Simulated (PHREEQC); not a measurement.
Solution (10 °C): 4.6 mmol/kgw H2S and 0.17 mmol/kgw NaCl. Closed to the air; pH follows from the charge balance.

The numbers come from PHREEQC with the ion-association model, phreeqc.dat.

This is a speciation only: nothing precipitates in the calculation.

Q: What pH does the model give?

A: pH 4.75.

At this temperature some constants are extrapolated from 25 °C, and those without enthalpy data are left unchanged.
